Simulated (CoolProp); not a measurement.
Vapour-liquid equilibrium of propylene (1) + acetone (2) at 0.372 MPa; x and y are mole fractions of (1).

The numbers come from the multi-fluid Helmholtz-energy mixture model, Lemmon 2013 and Lemmon 2006; pair parameters Bell 2016 in CoolProp.

```
x     bubble temperature, mixture model (K)  bubble temperature, Raoult's law (K)  y, mixture model  y, Raoult's law
----  -------------------------------------  ------------------------------------  ----------------  ---------------
0.05                                  341.1                                 351.1             0.595            0.482
0.15                                  298.9                                 322.5             0.917            0.817
0.25                                  281.0                                 305.0             0.966            0.917
0.35                                  272.9                                 293.2             0.979            0.957
0.45                                  269.0                                 284.4             0.983            0.976
0.55                                  267.0                                 277.7             0.986            0.986
0.65                                  265.7                                 272.2             0.987            0.992
0.75                                  264.4                                 267.6             0.989            0.995
0.85                                  262.7                                 263.8             0.992            0.998
0.95                                  260.3                                 260.4             0.997            0.999
```

The largest gap from Raoult's law is -24.0 K in bubble temperature, at x = 0.25. No azeotrope shows between x = 0.05 and 0.95.

Pair parameters are fitted to limited data, so mixtures are less certain than the pure fluids. With so large a gap from Raoult's law the liquid may split in two, which this calculation doesn't test in full.
